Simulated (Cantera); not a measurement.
Cantera run:

```python
import numpy as np
import cantera as ct

gas_names = """
    CL CLO CL2 Cs CsCL CsO CsOH Cs2 Cs2CL2 Cs2O Cs2O2H2 H HCL HNO HNO2 HNO3 HOCL HO2 H2 H2O H2O2 N NH
    NH2 NH3 NH2OH NO NO2 NO3 N2 N2H2 N2H4 N2O O OH O2 O3
""".split()
cond_names = """
    Cs(cr) Cs(L) CsCL(a) CsCL(b) CsCL(L) CsOH(a) CsOH(b) CsOH(c) CsOH(L) H2O(s) H2O(L) NH4CL(a) NH4CL(b)
""".split()


# ... load() reads the species with a 1 bar reference pressure and builds the phases ...
atoms = {
    'CsCl': {'Cs': 1, 'CL': 1},
    'H2O': {'H': 2, 'O': 1},
    'N2': {'N': 2},
    'HCl': {'H': 1, 'CL': 1},
}
top_T = {}  # K; cautious upper limits of use, not melting points


# ... equilibrate(T, P, feed) seeds the gas with the atoms and calls Mixture.equilibrate('TP', solver="vcs", rtol=1e-11, max_steps=5000) ...
results = []
feed = {'CsCl': 1, 'H2O': 1.2, 'N2': 6.7, 'HCl': 2.1}  # mol
T = 2173.15  # K
P = 1333.22  # Pa
mix = equilibrate(T, P, feed)
results.append((T, P, feed, dict(zip(mix.species_names, mix.species_moles))))
x = sorted(zip(gas.X, gas.species_names), reverse=True)
print(f"T = {T:g} K  P = {P:g} Pa  gas = {mix.phase_moles(0):.4g} mol")
print("   x: " + "  ".join(f"{s} {v:.3e}" for v, s in x if v > 1e-06))
print("   condensed (mol): " + ("  ".join(f"{mix.phase(i).name} {mix.phase_moles(i):.4g}"
      for i in range(1, mix.n_phases) if mix.phase_moles(i) > 1e-12) or "none"))
```

Result:

```
T = 2173.15 K  P = 1333.22 Pa  gas = 11.28 mol
   x: N2 5.938e-01  HCL 1.537e-01  H2O 9.757e-02  CsCL 8.828e-02  CL 3.298e-02  H2 2.022e-02  H 5.948e-03  OH 3.844e-03  O2 1.618e-03  NO 9.044e-04  O 7.927e-04  Cs 3.277e-04  CsOH 8.248e-05  CL2 7.865e-06  CLO 2.050e-06  Cs2CL2 1.066e-06
   condensed (mol): none
```

Cantera equilibrium calculation (NASA polynomials, part measured and part estimated; ideal gas, pure solids and liquids).
